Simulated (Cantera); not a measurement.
Input (Python, Cantera) and output of one run.

```python
import numpy as np
import cantera as ct

gas_names = """
    C CH CH2 CH3 CH4 C2 C2H C2H2,acetylene C2H2,vinylidene C2H3,vinyl C2H4 C2H5 C2H6 C3 C3H3,propargyl
    C3H4,allene C3H4,propyne C3H4,cyclo- C3H5,allyl C3H6,propylene C3H6,cyclo- C3H7,n-propyl
    C3H7,i-propyl C3H8 C4 C4H2 C4H4,1,3-cyclo- C4H6,butadiene C4H6,2-butyne C4H6,cyclo- C4H8,1-butene
    C4H8,cis2-buten C4H8,tr2-butene C4H8,isobutene C4H8,cyclo- C4H9,n-butyl C4H9,i-butyl C4H9,s-butyl
    C4H9,t-butyl C4H10,isobutane C4H10,n-butane C5 C5H6,1,3cyclo- C5H8,cyclo- C5H10,1-pentene
    C5H10,cyclo- C5H11,pentyl C5H11,t-pentyl C5H12,n-pentane C5H12,i-pentane CH3C(CH3)2CH3 C6H2
    C6H5,phenyl C6H6 C6H10,cyclo- C6H12,1-hexene C6H12,cyclo- C6H13,n-hexyl C7H7,benzyl C7H8
    C7H14,1-heptene C7H15,n-heptyl C7H16,n-heptane C8H8,styrene C8H10,ethylbenz C8H16,1-octene
    C8H17,n-octyl C8H18,isooctane C8H18,n-octane C9H19,n-nonyl C10H8,naphthale C10H21,n-decyl
    C12H9,o-bipheny C12H10,bipheny H H2 Si SiC SiC2 SiC4H12 SiH SiH2 SiH3 SiH4 Si2 Si2C Si3
""".split()
cond_names = """
    C(gr) C6H6(L) C7H8(L) C8H18(L),n-octa Si(cr) Si(L) SiC(b)
""".split()


def load(file, names, dense=False):
    # The tables refer to 1 bar. Condensed volumes are neglected.
    table = {s.name: s for s in ct.Species.list_from_file(file)}
    out = []
    for n in names:
        d = dict(table[n].input_data)
        d["thermo"] = dict(d["thermo"], **{"reference-pressure": 1e5})
        if dense:
            d["equation-of-state"] = {"model": "constant-volume", "density": "1e6 g/cm^3"}
        out.append(ct.Species.from_dict(d))
    return out


gas = ct.Solution(thermo="ideal-gas", species=load("nasa_gas.yaml", gas_names))
cond = {s.name: ct.Solution(thermo="fixed-stoichiometry", species=[s], name=s.name)
        for s in load("nasa_condensed.yaml", cond_names, dense=True)}
atoms = {
    'SiH4': {'Si': 1, 'H': 4},
    'CH4': {'C': 1, 'H': 4},
    'H2': {'H': 2},
}
top_T = {'C(gr)': 4500, 'SiC(b)': 3050}  # K; cautious upper limits of use, not melting points


def equilibrate(T, P, feed):
    n = {}
    for name, mol in feed.items():
        for a, k in atoms[name].items():
            n[a] = n.get(a, 0.0) + k * mol
    gas.TPX = T, P, n
    mass = sum(n.values()) * gas.mean_molecular_weight
    gas.equilibrate("TP")
    valid = [c for c in cond.values() if c.min_temp <= T <= top_T.get(c.name, c.max_temp)]
    mix = ct.Mixture([(gas, mass / gas.mean_molecular_weight)] + [(c, 0.0) for c in valid])
    mix.T, mix.P = T, P
    mix.equilibrate("TP", solver="vcs", rtol=1e-11, max_steps=5000)
    return mix


results = []
feed = {'SiH4': 1, 'CH4': 0.075, 'H2': 7.1}  # mol
P = 330  # Pa
for T in [1425, 1525, 1625, 1725, 1825, 1925, 2025, 2125, 2225, 2325]:
    mix = equilibrate(T, P, feed)
    results.append((T, P, feed, dict(zip(mix.species_names, mix.species_moles))))

top = {s: max(r[3][s] / sum(r[3][g] for g in gas_names) for r in results) for s in gas_names}
cols = sorted((s for s in top if top[s] > 1e-06), key=lambda s: -top[s])[:7]
seen = [c for c in cond_names if any(r[3].get(c, 0) > 1e-12 for r in results)]
print("log10 of partial pressures in bar; condensed amounts in mol")
print(f"{'T/K':>10s}" + "".join(f"{s[:9]:>10s}" for s in cols + seen))
for T, P, feed, n in results:
    ng = sum(n[g] for g in gas_names)
    print(f"{T:10.4g}" + "".join(f"{np.log10(max(n[s] / ng * P / 1e5, 1e-99)):10.3f}" for s in cols)
          + "".join(f"{n.get(c, 0):10.4g}" for c in seen))
```

It prints:

```
log10 of partial pressures in bar; condensed amounts in mol
       T/K        H2         H        Si      Si2C       SiH      SiC2       Si2    Si(cr)     Si(L)    SiC(b)
      1425    -2.482    -6.407    -8.793   -11.881    -9.386   -16.387   -11.931     0.925         0     0.075
      1525    -2.482    -5.867    -7.724   -10.457    -8.503   -14.582   -10.541    0.9249         0     0.075
      1625    -2.482    -5.393    -6.788    -9.213    -7.730   -13.002    -9.325    0.9244         0     0.075
      1725    -2.483    -4.973    -5.993    -8.149    -7.080   -11.576    -8.315         0    0.9217   0.07498
      1825    -2.485    -4.599    -5.342    -7.259    -6.559   -10.255    -7.529         0    0.9107   0.07484
      1925    -2.491    -4.265    -4.759    -6.465    -6.094    -9.073    -6.826         0    0.8705   0.07401
      2025    -2.505    -3.968    -4.235    -5.752    -5.681    -8.011    -6.194         0    0.7388   0.06974
      2125    -2.535    -3.708    -3.760    -5.108    -5.317    -7.051    -5.622         0    0.3333   0.05031
      2225    -2.572    -3.475    -3.587    -4.782    -5.248    -5.921    -5.620         0         0   0.01134
      2325    -2.608    -3.262    -3.580    -4.954    -5.338    -5.372    -5.920         0         0         0
```

Method: chemical equilibrium by Gibbs-energy minimisation in Cantera with the NASA 1993 tables (ideal gas, pure condensed phases). Mutual solubility and eutectic melting of coexisting phases are not modelled. Gases not in the tables: Si2H6 and higher silanes.
